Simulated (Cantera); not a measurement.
Charge: 1 mol Cu2O, 2.4 mol CO, 7.1 mol N2, equilibrated at 11.0 Pa.

Method: chemical equilibrium by Gibbs-energy minimisation in Cantera with the NASA 1993 tables (ideal gas, pure condensed phases). Candidate condensed phases: C, Cu, CuO, Cu2O; 27 gas species. Rates play no part. All values below are at 2325 K.

Base state: N2 0.579, CO 0.183, Cu 0.164, O 0.0496, CO2 0.0129, O2 0.00824, NO 0.00281, CuO 1.27e-5 (mole fractions); condensed: gas only.

What changes in the equilibrium state with this change: CO from 2.4 to 18 mol?


```
species   before    after
-------  -------  -------
CO         0.183    0.636
N2         0.579    0.257
Cu         0.164   0.0724
O         0.0496   0.0176
CO2       0.0129   0.0158
O2       0.00824  0.00104
CuO      1.27e-5  1.99e-6
```
